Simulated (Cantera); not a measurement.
# Stirred combustor or abatement burner

A perfectly stirred reactor is fed with 3.10 % C₃H₈, 17.6 % O₂, 66.3 % N₂, 13.0 % H₂O, at 5.00 bar; it is adiabatic with a 675 K inlet, and is followed from long to short residence time, starting on the burning branch (τ in s: 0.12, 0.063, 0.034, 0.018, 0.0096, 0.0051, 0.0027, 0.0015, 0.00078, 0.00042, 0.00022, 0.00012, 6.3e-05).

Detailed kinetics in Cantera: GRI-Mech 3.0 (53 species, 325 reactions). GRI-Mech 3.0 was tuned for natural gas; its chemistry of propane as a main component is partial and can be far from experiment.

```json
[
 {"τ (s)": "0.12", "T (K)": "2201", "x C₃H₈": "4.45e-8", "x O₂": "0.0201", "x H₂O": "0.243", "x CO₂": "0.0882", "x CO": "0.00178", "x CH₄": "1.18e-7", "x C₂H₄": "2.37e-7"},
 {"τ (s)": "0.063", "T (K)": "2201", "x C₃H₈": "8.38e-8", "x O₂": "0.0204", "x H₂O": "0.243", "x CO₂": "0.0881", "x CO": "0.00185", "x CH₄": "2.17e-7", "x C₂H₄": "4.43e-7"},
 {"τ (s)": "0.034", "T (K)": "2200", "x C₃H₈": "1.53e-7", "x O₂": "0.0206", "x H₂O": "0.243", "x CO₂": "0.0880", "x CO": "0.00196", "x CH₄": "3.81e-7", "x C₂H₄": "7.99e-7"},
 {"τ (s)": "0.018", "T (K)": "2199", "x C₃H₈": "2.84e-7", "x O₂": "0.0209", "x H₂O": "0.243", "x CO₂": "0.0877", "x CO": "0.00216", "x CH₄": "6.63e-7", "x C₂H₄": "1.45e-6"},
 {"τ (s)": "0.0096", "T (K)": "2195", "x C₃H₈": "5.19e-7", "x O₂": "0.0212", "x H₂O": "0.243", "x CO₂": "0.0874", "x CO": "0.00250", "x CH₄": "1.09e-6", "x C₂H₄": "2.55e-6"},
 {"τ (s)": "0.0051", "T (K)": "2188", "x C₃H₈": "9.36e-7", "x O₂": "0.0216", "x H₂O": "0.242", "x CO₂": "0.0867", "x CO": "0.00305", "x CH₄": "1.72e-6", "x C₂H₄": "4.38e-6"},
 {"τ (s)": "0.0027", "T (K)": "2178", "x C₃H₈": "1.67e-6", "x O₂": "0.0221", "x H₂O": "0.241", "x CO₂": "0.0858", "x CO": "0.00390", "x CH₄": "2.55e-6", "x C₂H₄": "7.31e-6"},
 {"τ (s)": "0.0015", "T (K)": "2164", "x C₃H₈": "2.79e-6", "x O₂": "0.0228", "x H₂O": "0.240", "x CO₂": "0.0846", "x CO": "0.00501", "x CH₄": "3.55e-6", "x C₂H₄": "1.14e-5"},
 {"τ (s)": "0.00078", "T (K)": "2143", "x C₃H₈": "4.86e-6", "x O₂": "0.0239", "x H₂O": "0.239", "x CO₂": "0.0827", "x CO": "0.00669", "x CH₄": "5.10e-6", "x C₂H₄": "1.83e-5"},
 {"τ (s)": "0.00042", "T (K)": "2118", "x C₃H₈": "8.13e-6", "x O₂": "0.0253", "x H₂O": "0.237", "x CO₂": "0.0803", "x CO": "0.00877", "x CH₄": "7.35e-6", "x C₂H₄": "2.82e-5"},
 {"τ (s)": "0.00022", "T (K)": "2084", "x C₃H₈": "1.39e-5", "x O₂": "0.0273", "x H₂O": "0.235", "x CO₂": "0.0772", "x CO": "0.0116", "x CH₄": "1.15e-5", "x C₂H₄": "4.43e-5"},
 {"τ (s)": "0.00012", "T (K)": "2043", "x C₃H₈": "2.33e-5", "x O₂": "0.0297", "x H₂O": "0.232", "x CO₂": "0.0733", "x CO": "0.0150", "x CH₄": "1.91e-5", "x C₂H₄": "6.91e-5"},
 {"τ (s)": "6.3e-5", "T (K)": "1989", "x C₃H₈": "4.23e-5", "x O₂": "0.0333", "x H₂O": "0.229", "x CO₂": "0.0677", "x CO": "0.0199", "x CH₄": "3.78e-5", "x C₂H₄": "0.000118"}
]
```
x: mole fraction; the columns are a selection and need not sum to one.
